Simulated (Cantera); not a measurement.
A closed system holds: 1 mol Si, 0.001 mol H₂O, 2.8 mol N₂, at 29.0 Pa.

Cantera equilibrium calculation (NASA polynomials, part measured and part estimated; ideal gas, pure solids and liquids). Candidate condensed phases: H₂O, Si, SiO₂, Si₂N₂O, Si₃N₄; 35 gas species. N₂ is the only nitrogen source here; it is nearly inert below about 1500 K, so the nitride shown seldom forms there in practice. Mutual solubility and eutectic melting of coexisting phases are not modelled. The tables' values for SiN are old estimates; treat these amounts as uncertain. Rates play no part.

x: gas mole fraction; n: condensed amount in mol.

```
T (K)   x N₂      x Si  x Si₂    x Si₂N       x H     x SiN  n Si₂N₂O(s)  n Si₃N₄(s)  n Si(s)  n Si(l)
-----  -----  --------  -----  --------  --------  --------  -----------  ----------  -------  -------
1375   1.000   7.05e-8      …  1.75e-10   4.34e-6   2.76e-9     0.000949       0.333        0        0
1475   0.999   4.25e-6      …   3.23e-8   1.63e-5   1.04e-7            0       0.333        0        0
1575   0.999  0.000151      …   3.04e-6   5.13e-5   2.44e-6            0       0.333        0        0
1675   0.998   0.00150      …   3.02e-5  0.000118   1.68e-5            0           0    0.995        0
1775   0.991   0.00757      …  0.000101  0.000255   6.13e-5            0           0        0    0.977
1875   0.967    0.0312      …  0.000278  0.000433  0.000187            0           0        0    0.905
1975   0.885     0.111      …  0.000664  0.000535  0.000494            0           0        0    0.632
```

**Question.** Complete the blanks.

**Answer.** 
- 1375, x Si₂: 1.69e-12
- 1475, x Si₂: 9.71e-10
- 1575, x Si₂: 2.45e-7
- 1675, x Si₂: 5.83e-6
- 1775, x Si₂: 4.24e-5
- 1875, x Si₂: 0.000234
- 1975, x Si₂: 0.00109
